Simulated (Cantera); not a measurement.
Input (Python, Cantera) and output of one run.

```python
import numpy as np
import cantera as ct

gas_names = """
    B BH BH2 BH3 BN B2 H H2 N NH NH2 NH3 N2 N2H2 N2H4
""".split()
cond_names = """
    B(b) B(L) BN(s)
""".split()


def load(file, names, dense=False):
    # The tables refer to 1 bar. Condensed volumes are neglected.
    table = {s.name: s for s in ct.Species.list_from_file(file)}
    out = []
    for n in names:
        d = dict(table[n].input_data)
        d["thermo"] = dict(d["thermo"], **{"reference-pressure": 1e5})
        if dense:
            d["equation-of-state"] = {"model": "constant-volume", "density": "1e6 g/cm^3"}
        out.append(ct.Species.from_dict(d))
    return out


gas = ct.Solution(thermo="ideal-gas", species=load("nasa_gas.yaml", gas_names))
cond = {s.name: ct.Solution(thermo="fixed-stoichiometry", species=[s], name=s.name)
        for s in load("nasa_condensed.yaml", cond_names, dense=True)}
atoms = {
    'BN': {'B': 1, 'N': 1},
    'H2': {'H': 2},
}
top_T = {'BN(s)': 3200}  # K; cautious upper limits of use, not melting points


def equilibrate(T, P, feed):
    n = {}
    for name, mol in feed.items():
        for a, k in atoms[name].items():
            n[a] = n.get(a, 0.0) + k * mol
    gas.TPX = T, P, n
    mass = sum(n.values()) * gas.mean_molecular_weight
    gas.equilibrate("TP")
    valid = [c for c in cond.values() if c.min_temp <= T <= top_T.get(c.name, c.max_temp)]
    mix = ct.Mixture([(gas, mass / gas.mean_molecular_weight)] + [(c, 0.0) for c in valid])
    mix.T, mix.P = T, P
    mix.equilibrate("TP", solver="vcs", rtol=1e-11, max_steps=5000)
    return mix


results = []
feed = {'BN': 1, 'H2': 3.7}  # mol
P = 1000  # Pa
for T in [1023, 1123, 1223, 1323, 1423, 1523, 1623, 1723, 1823]:
    mix = equilibrate(T, P, feed)
    results.append((T, P, feed, dict(zip(mix.species_names, mix.species_moles))))

top = {s: max(r[3][s] / sum(r[3][g] for g in gas_names) for r in results) for s in gas_names}
cols = sorted((s for s in top if top[s] > 0.0001), key=lambda s: -top[s])[:8]
seen = [c for c in cond_names if any(r[3].get(c, 0) > 1e-12 for r in results)]
print("log10 of partial pressures in bar; condensed amounts in mol")
print(f"{'T/K':>10s}" + "".join(f"{s[:9]:>10s}" for s in cols + seen))
for T, P, feed, n in results:
    ng = sum(n[g] for g in gas_names)
    print(f"{T:10.4g}" + "".join(f"{np.log10(max(n[s] / ng * P / 1e5, 1e-99)):10.3f}" for s in cols)
          + "".join(f"{n.get(c, 0):10.4g}" for c in seen))
```

Output:

```
log10 of partial pressures in bar; condensed amounts in mol
       T/K        H2         H        N2       BH2      B(b)     BN(s)
      1023    -2.000    -9.383   -12.126   -12.306         0         1
      1123    -2.000    -8.371   -10.904   -10.886         0         1
      1223    -2.000    -7.522    -9.865    -9.709         0         1
      1323    -2.000    -6.800    -8.955    -8.728         0         1
      1423    -2.000    -6.178    -8.156    -7.895         0         1
      1523    -2.000    -5.636    -7.454    -7.177         0         1
      1623    -2.000    -5.161    -6.837    -6.550         0    0.9999
      1723    -2.001    -4.740    -6.017    -6.136 0.0004361    0.9993
      1823    -2.002    -4.364    -5.189    -5.818  0.004226    0.9952
```

Cantera equilibrium calculation (NASA polynomials, part measured and part estimated; ideal gas, pure solids and liquids). Mutual solubility and eutectic melting of coexisting phases are not modelled. The tables' values for BH2 are old estimates; treat these amounts as uncertain.
